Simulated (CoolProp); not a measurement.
Saturation properties of cis-2-butene.

Model: reference Helmholtz-energy equation of state, Lemmon 2005, in CoolProp. It is a short technical equation, of lower accuracy than the large ones.

| T (K) | p (MPa) | liquid density (kg/m³) | vapour density (kg/m³) | enthalpy of vaporisation (kJ/kg) | surface tension (mN/m) |
|---|---|---|---|---|---|
| 208.2 | 0.002593 | 713.5 | 0.08432 | 476.2 | 26.3 |
| 235.8 | 0.01529 | 684.7 | 0.4426 | 452.0 | 22.4 |
| 263.4 | 0.05876 | 655.1 | 1.549 | 427.0 | 18.6 |
| 291 | 0.1686 | 623.9 | 4.148 | 400.1 | 15.0 |
| 318.6 | 0.3940 | 590.3 | 9.288 | 369.6 | 11.5 |
| 346.2 | 0.7941 | (withheld) | (withheld) | 333.8 | 8.22 |
| 373.8 | 1.437 | 509.1 | 34.43 | 289.3 | 5.19 |
| 401.4 | (withheld) | 453.2 | 63.33 | 228.9 | 2.49 |

Problem. Some entries are withheld; supply them.

Solution. 
- 346.2, liquid density (kg/m³): 552.8
- 346.2, vapour density (kg/m³): 18.50
- 401.4, p (MPa): 2.402

It boils at 276.9 K under 1 atm.

Surface tension comes from a separate correlation (Mulero 2014).
